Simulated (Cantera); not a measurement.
A closed system holds: 1 mol Si2Cl6, 5.3 mol NH3, 19 mol N2, held at 775 °C and 0.240 bar.

These are equilibrium values from Cantera (NASA tables, ideal gas, pure condensed phases), not measurements of a reactor. Candidate condensed phases: NH4Cl, Si, Si3N4; 28 gas species. The feed counts by its element totals alone. Equilibrium is a limit: real reactors are often held back by kinetics, nucleation or transport.

Base state: N2 0.655, H2 0.170, HCl 0.169, SiCl4 0.00579, SiHCl3 5.97e-5 (mole fractions); condensed: Si3N4(s).

Problem. What changes in the equilibrium state with this change: Si2Cl6 replaced by SiH4?

Solution. 
| species | before | after |
|---|---|---|
| N2 | 0.655 | 0.678 |
| H2 | 0.170 | 0.322 |
| NH3 | 5.86e-6 | 1.55e-5 |
| HCl | 0.169 | 0 |
| SiCl4 | 0.00579 | 0 |
| SiHCl3 | 5.97e-5 | 0 |
| Si3N4(s), mol | 0.606 | 0.333 |

Problem. What changes in the equilibrium state with this change: temperature from 775 °C to 1150 °C?

Solution. 
| species | before | after |
|---|---|---|
| N2 | 0.655 | 0.653 |
| HCl | 0.169 | 0.176 |
| H2 | 0.170 | 0.166 |
| SiCl4 | 0.00579 | 0.00274 |
| SiCl2 | 2.71e-7 | 0.000876 |
| SiCl3 | 9.26e-6 | 0.000780 |
| SiHCl3 | 5.97e-5 | 0.000201 |
| Si3N4(s), mol | 0.606 | 0.619 |
The tables' values for SiCl3 are old estimates; treat these amounts as uncertain.
